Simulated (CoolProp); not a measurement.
A single-stage vapour-compression cycle with chloromethane (R40): evaporating at 266.15 K (dew point), condensing at 319.15 K (bubble point), superheat 8 K, subcooling 8 K, compressor efficiency 0.75, no pressure losses. Each further row changes one setting.

The numbers come from the reference Helmholtz-energy equation of state, Thol 2014 in CoolProp.

| case | cooling COP | pressure ratio | discharge temperature (K) | refrigerating effect (kJ/kg) | volumetric capacity (kJ/m³) |
|---|---|---|---|---|---|
| as stated | 3.17 | 5.07 | 406.0 | 345 | 1610 |
| evaporating temperature 271.15 K | 3.63 | 4.22 | ___ | 347 | ___ |
| condensing temperature 314.15 K | ___ | ___ | 395.0 | 353 | 1650 |
| subcooling 13 K | ___ | 5.07 | 406.0 | 353 | 1650 |
| superheat 18 K | ___ | 5.07 | ___ | ___ | 1590 |
| compressor efficiency 0.65 | 2.75 | 5.07 | 421.9 | 345 | 1610 |

Question: Some entries are withheld; supply them.

Answer: 
- evaporating temperature 271.15 K, discharge temperature (K): 396.2
- evaporating temperature 271.15 K, volumetric capacity (kJ/m³): 1930
- condensing temperature 314.15 K, cooling COP: 3.57
- condensing temperature 314.15 K, pressure ratio: 4.46
- subcooling 13 K, cooling COP: 3.25
- superheat 18 K, cooling COP: 3.12
- superheat 18 K, discharge temperature (K): 418.7
- superheat 18 K, refrigerating effect (kJ/kg): 354
